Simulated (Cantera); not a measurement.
A perfectly stirred reactor is fed with CH4 : H2 = 0.021 : 1 (molar parts), at 20.0 Torr; it is held at 2050 K, and followed from long to short residence time.

Cantera simulation using GRI-Mech 3.0 (53 species, 325 reactions); the numbers are that mechanism's predictions, not measurements. GRI-Mech 3.0 stops at C3 and has no aromatics, soot or wall deposition, so with more carbon than oxygen in the feed, carbon stays in small species such as C2H2 where larger ones or solid carbon would form. Radical loss at walls, strong at low pressure, is not modelled.

Question: What does this change do: pressure from 20.0 Torr to 7.50 Torr?

Answer: 
```json
[
 {"quantity": "x(CH4) at τ = 11.0 s", "before": "0.000247", "after": "0.000232"},
 {"quantity": "x(H2) at τ = 11.0 s", "before": "0.977", "after": "0.971"},
 {"quantity": "x(C2H6) at τ = 11.0 s", "before": "8.09e-10", "after": "6.90e-10"},
 {"quantity": "x(C2H4) at τ = 11.0 s", "before": "1.39e-6", "after": "6.26e-7"},
 {"quantity": "x(CH2) at τ = 11.0 s", "before": "1.19e-6", "after": "2.36e-6"},
 {"quantity": "x(CH4) at τ = 0.260 s", "before": "0.00227", "after": "0.00353"},
 {"quantity": "x(H2) at τ = 0.260 s", "before": "0.979", "after": "0.978"},
 {"quantity": "x(C2H6) at τ = 0.260 s", "before": "5.06e-8", "after": "8.81e-8"},
 {"quantity": "x(C2H4) at τ = 0.260 s", "before": "4.19e-6", "after": "7.27e-6"},
 {"quantity": "x(CH2) at τ = 0.260 s", "before": "5.68e-6", "after": "8.71e-6"}
]
```

Question: What does this change do: H2 1 to 0.11 parts?

Answer: 
```tsv
quantity	before	after
x(CH4) at τ = 11.0 s	0.000247	0.000637
x(H2) at τ = 11.0 s	0.977	0.918
x(C2H6) at τ = 11.0 s	8.09e-10	5.63e-9
x(C2H4) at τ = 11.0 s	1.39e-6	9.12e-6
x(CH2) at τ = 11.0 s	1.19e-6	3.12e-6
x(CH4) at τ = 0.260 s	0.00227	0.00735
x(H2) at τ = 0.260 s	0.979	0.918
x(C2H6) at τ = 0.260 s	5.06e-8	4.86e-7
x(C2H4) at τ = 0.260 s	4.19e-6	3.52e-5
x(CH2) at τ = 0.260 s	5.68e-6	1.31e-5
```
